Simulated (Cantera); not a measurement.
Cantera run:

```python
import numpy as np
import cantera as ct

gas_names = """
    CL CL2 H HCL H2 Si SiCL SiCL2 SiCL3 SiCL4 SiH SiHCL3 SiH2 SiH2CL2 SiH3 SiH3CL SiH4 Si2 Si3
""".split()
cond_names = """
    Si(cr) Si(L)
""".split()


def load(file, names, dense=False):
    # The tables refer to 1 bar. Condensed volumes are neglected.
    table = {s.name: s for s in ct.Species.list_from_file(file)}
    out = []
    for n in names:
        d = dict(table[n].input_data)
        d["thermo"] = dict(d["thermo"], **{"reference-pressure": 1e5})
        if dense:
            d["equation-of-state"] = {"model": "constant-volume", "density": "1e6 g/cm^3"}
        out.append(ct.Species.from_dict(d))
    return out


gas = ct.Solution(thermo="ideal-gas", species=load("nasa_gas.yaml", gas_names))
cond = {s.name: ct.Solution(thermo="fixed-stoichiometry", species=[s], name=s.name)
        for s in load("nasa_condensed.yaml", cond_names, dense=True)}
atoms = {
    'SiH4': {'Si': 1, 'H': 4},
    'HCl': {'H': 1, 'CL': 1},
    'H2': {'H': 2},
}
top_T = {}  # K; cautious upper limits of use, not melting points


def equilibrate(T, P, feed):
    n = {}
    for name, mol in feed.items():
        for a, k in atoms[name].items():
            n[a] = n.get(a, 0.0) + k * mol
    gas.TPX = T, P, n
    mass = sum(n.values()) * gas.mean_molecular_weight
    gas.equilibrate("TP")
    valid = [c for c in cond.values() if c.min_temp <= T <= top_T.get(c.name, c.max_temp)]
    mix = ct.Mixture([(gas, mass / gas.mean_molecular_weight)] + [(c, 0.0) for c in valid])
    mix.T, mix.P = T, P
    mix.equilibrate("TP", solver="vcs", rtol=1e-11, max_steps=5000)
    return mix


results = []
feed = {'SiH4': 1, 'HCl': 0.57, 'H2': 170}  # mol
P = 1333.22  # Pa
for T in [1800, 1875, 1950, 2025, 2100, 2175, 2250, 2325, 2400, 2475, 2550]:
    mix = equilibrate(T, P, feed)
    results.append((T, P, feed, dict(zip(mix.species_names, mix.species_moles))))

top = {s: max(r[3][s] / sum(r[3][g] for g in gas_names) for r in results) for s in gas_names}
cols = sorted((s for s in top if top[s] > 0.0001), key=lambda s: -top[s])[:5]
seen = [c for c in cond_names if any(r[3].get(c, 0) > 1e-12 for r in results)]
print("log10 of partial pressures in bar; condensed amounts in mol")
print(f"{'T/K':>10s}" + "".join(f"{s[:9]:>10s}" for s in cols + seen))
for T, P, feed, n in results:
    ng = sum(n[g] for g in gas_names)
    print(f"{T:10.4g}" + "".join(f"{np.log10(max(n[s] / ng * P / 1e5, 1e-99)):10.3f}" for s in cols)
          + "".join(f"{n.get(c, 0):10.4g}" for c in seen))
```

Output:

```
log10 of partial pressures in bar; condensed amounts in mol
       T/K        H2         H        Si       HCL        CL     Si(L)
      1800    -1.878    -4.385    -5.498    -4.368    -6.991    0.9407
      1875    -1.879    -4.123    -5.043    -4.369    -6.734    0.8514
      1950    -1.882    -3.882    -4.623    -4.373    -6.498    0.6324
      2025    -1.886    -3.659    -4.235    -4.379    -6.281    0.1265
      2100    -1.891    -3.452    -4.163    -4.381    -6.075         0
      2175    -1.897    -3.260    -4.156    -4.386    -5.886         0
      2250    -1.907    -3.083    -4.154    -4.396    -5.712         0
      2325    -1.920    -2.919    -4.156    -4.411    -5.553         0
      2400    -1.939    -2.768    -4.161    -4.433    -5.409         0
      2475    -1.964    -2.630    -4.169    -4.462    -5.278         0
      2550    -1.996    -2.504    -4.181    -4.500    -5.160         0
```

Method: chemical equilibrium by Gibbs-energy minimisation in Cantera with the NASA 1993 tables (ideal gas, pure condensed phases). The tables' values for SiCl are old estimates; treat these amounts as uncertain. Gases not in the tables: Si2H6 and higher silanes.
